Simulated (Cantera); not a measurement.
Thermodynamics of silicon epitaxy and polysilicon growth, feed SiHCl₃ + N₂

A closed system holds: 1 mol SiHCl₃, 14 mol N₂, at 280 Pa.

Cantera equilibrium calculation (NASA polynomials, part measured and part estimated; ideal gas, pure solids and liquids). Candidate condensed phases: NH₄Cl, Si, Si₃N₄; 28 gas species. N₂ is the only nitrogen source here; it is nearly inert below about 1500 K, so the nitride shown seldom forms there in practice. The tables' values for SiCl₃, SiCl are old estimates; treat these amounts as uncertain. Rates play no part.

```csv
T (K),x N₂,x SiCl₂,x HCl,x SiCl₄,x SiCl₃,x H₂,x Cl,x H,n Si₃N₄(s)
873,0.903,3.70e-8,0.0563,0.0354,4.72e-6,0.00483,7.09e-10,6.14e-11,0.154
948,0.903,8.05e-7,0.0576,0.0351,2.89e-5,0.00421,8.38e-9,6.43e-10,0.156
1023,0.903,1.11e-5,0.0585,0.0347,0.000135,0.00374,6.90e-8,4.78e-9,0.157
1098,0.903,0.000105,0.0592,0.0342,0.000506,0.00338,4.26e-7,2.72e-8,0.157
1173,0.902,0.000736,0.0596,0.0329,0.00157,0.00312,2.08e-6,1.24e-7,0.155
1248,0.900,0.00389,0.0596,0.0294,0.00398,0.00300,8.22e-6,4.83e-7,0.144
1323,0.895,0.0150,0.0586,0.0208,0.00757,0.00316,2.62e-5,1.68e-6,0.110
1398,0.886,0.0375,0.0554,0.00858,0.00868,0.00409,6.38e-5,5.72e-6,0.0464
1473,0.880,0.0544,0.0520,0.00231,0.00606,0.00540,0.000137,1.76e-5,0
1548,0.878,0.0566,0.0550,0.00119,0.00491,0.00384,0.000413,3.60e-5,0
1623,0.877,0.0582,0.0566,0.000587,0.00383,0.00299,0.00106,7.14e-5,0
1698,0.875,0.0594,0.0569,0.000259,0.00279,0.00272,0.00232,0.000143,0
1773,0.874,0.0604,0.0562,9.90e-5,0.00188,0.00297,0.00426,0.000293,0
```
x: gas mole fraction; n: condensed amount in mol.

From 873 K to 1398 K the condensed part is Si₃N₄(s). From 1473 K to 1773 K nothing is condensed. The main Si-bearing gas is SiCl₄ at 873 K and SiCl₂ at 1773 K.
